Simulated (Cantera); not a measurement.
Feed: 1 mol CCl₄, 0.014 mol CH₄, equilibrated at 900 K and 1.00 bar.

Cantera equilibrium calculation (NASA polynomials, part measured and part estimated; ideal gas, pure solids and liquids). Candidate condensed phases: C, C₆H₆, C₇H₈, C₈H₁₈; 91 gas species. Gases not in the tables: chlorinated aromatics. Equilibrium is a limit: real reactors are often held back by kinetics, nucleation or transport.

Base state: Cl₂ 0.951, HCl 0.0282, CCl₄ 0.0206, Cl 7.21e-5 (mole fractions); condensed: C(graphite).

Task: What changes in the equilibrium state with this change: CH₄ from 0.014 to 0.027 mol?

Result: 
```
species            before    after
----------------  -------  -------
Cl₂                 0.951    0.927
HCl                0.0282   0.0536
CCl₄               0.0206   0.0195
Cl                7.21e-5  7.12e-5
C(graphite), mol    0.973    0.988
```
